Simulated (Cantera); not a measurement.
# Thermodynamics of roasting and sulfation, feed MgO + SO3 + N2

Input: 1 mol MgO, 0.11 mol SO3, 26 mol N2, held at 1425 K and 1.00 bar.

Equilibrium computed with Cantera from the NASA thermochemical tables; the gas is ideal and each condensed phase is pure. Candidate condensed phases: Mg, MgO, MgS, MgSO4, S; 22 gas species. The numbers say what is thermodynamically allowed, not how fast it happens.

```
Item                                 Result
--------------------------------  ---------
x(N2)                                 0.994
x(SO2)                              0.00419
x(O2)                               0.00205
x(NO)                               9.23e-5
x(SO3)                              1.06e-5
n(MgO(s))                          1.00 mol
gas amount                        26.16 mol
log10 activity of S(l) (absent)      -10.26
log10 activity of Mg(l) (absent)     -14.93
```
